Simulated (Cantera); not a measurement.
A Cantera script and its output.

```python
import numpy as np
import cantera as ct

gas = ct.Solution("gri30.yaml")


def delay(T, t_max=10):
    gas.TPX = T, 100000, {'CO': 1, 'H2': 0.047, 'O2': 0.436, 'N2': 1.64}
    reactor = ct.IdealGasConstPressureReactor(gas, clone=False)
    net = ct.ReactorNet([reactor])
    net.rtol, net.atol = 1e-8, 1e-16
    while net.time < t_max:
        t_old, T_old = net.time, reactor.T
        net.step()
        if reactor.T > T + 400:  # ignition: a rise of 400 K
            return t_old + (T + 400 - T_old) / (reactor.T - T_old) * (net.time - t_old)
    return np.nan


taus = []
for T in [925, 1000, 1075, 1150, 1225, 1300, 1375, 1450, 1525, 1600]:
    taus.append(delay(T))
    print(f"T0 = {T:6g} K   tau = {taus[-1]:.4e} s")
```

Result:

```
T0 =    925 K   tau = 1.2025e-02 s
T0 =   1000 K   tau = 9.0206e-04 s
T0 =   1075 K   tau = 3.4393e-04 s
T0 =   1150 K   tau = 2.0731e-04 s
T0 =   1225 K   tau = 1.5030e-04 s
T0 =   1300 K   tau = 1.2086e-04 s
T0 =   1375 K   tau = 1.0420e-04 s
T0 =   1450 K   tau = 9.4736e-05 s
T0 =   1525 K   tau = 8.9917e-05 s
T0 =   1600 K   tau = 8.8371e-05 s
```

Computed with Cantera and GRI-Mech 3.0 (53 species, 325 reactions). Below about 950 K walls govern HO2 and H2O2 in real vessels. Where the delays flatten at high temperature, the 400 K rule measures the pace of heat release, not the induction time.
